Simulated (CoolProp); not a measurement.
Vapour-liquid equilibrium of n-heptane (1) + o-xylene (2) at 8.65 bar; x and y are mole fractions of (1).

Computed with CoolProp (multi-fluid Helmholtz-energy mixture model, Span 2003 and Zhou 2012; pair parameters Bell 2016).

```json
[
 {"x": "0.05", "bubble temperature (K)": "(withheld)", "y at the bubble point": "0.108", "dew temperature at overall composition x (K)": "519.6", "liquid density (mol/L)": "6.102"},
 {"x": "0.125", "bubble temperature (K)": "510.0", "y at the bubble point": "0.246", "dew temperature at overall composition x (K)": "516.0", "liquid density (mol/L)": "6.037"},
 {"x": "0.2", "bubble temperature (K)": "504.1", "y at the bubble point": "0.360", "dew temperature at overall composition x (K)": "512.3", "liquid density (mol/L)": "5.965"},
 {"x": "0.275", "bubble temperature (K)": "498.8", "y at the bubble point": "0.456", "dew temperature at overall composition x (K)": "508.5", "liquid density (mol/L)": "(withheld)"},
 {"x": "0.35", "bubble temperature (K)": "494.1", "y at the bubble point": "0.538", "dew temperature at overall composition x (K)": "504.6", "liquid density (mol/L)": "5.805"},
 {"x": "0.425", "bubble temperature (K)": "489.9", "y at the bubble point": "0.610", "dew temperature at overall composition x (K)": "(withheld)", "liquid density (mol/L)": "5.721"},
 {"x": "0.5", "bubble temperature (K)": "486.0", "y at the bubble point": "0.674", "dew temperature at overall composition x (K)": "496.3", "liquid density (mol/L)": "5.634"},
 {"x": "0.575", "bubble temperature (K)": "482.5", "y at the bubble point": "0.732", "dew temperature at overall composition x (K)": "492.0", "liquid density (mol/L)": "5.547"},
 {"x": "0.65", "bubble temperature (K)": "479.2", "y at the bubble point": "0.786", "dew temperature at overall composition x (K)": "487.5", "liquid density (mol/L)": "5.460"},
 {"x": "0.725", "bubble temperature (K)": "(withheld)", "y at the bubble point": "0.836", "dew temperature at overall composition x (K)": "483.0", "liquid density (mol/L)": "5.372"},
 {"x": "0.8", "bubble temperature (K)": "473.2", "y at the bubble point": "0.883", "dew temperature at overall composition x (K)": "478.3", "liquid density (mol/L)": "5.285"},
 {"x": "0.875", "bubble temperature (K)": "470.4", "y at the bubble point": "0.928", "dew temperature at overall composition x (K)": "473.7", "liquid density (mol/L)": "5.199"},
 {"x": "0.95", "bubble temperature (K)": "467.7", "y at the bubble point": "0.972", "dew temperature at overall composition x (K)": "469.0", "liquid density (mol/L)": "5.114"}
]
```

Problem. Complete the blanks.

Solution. 
- 0.05, bubble temperature (K): 516.8
- 0.275, liquid density (mol/L): 5.887
- 0.425, dew temperature at overall composition x (K): 500.5
- 0.725, bubble temperature (K): 476.1

No azeotrope shows between x = 0.05 and 0.95.

The pair parameters rest on a limited set of measurements; away from them the model extrapolates.
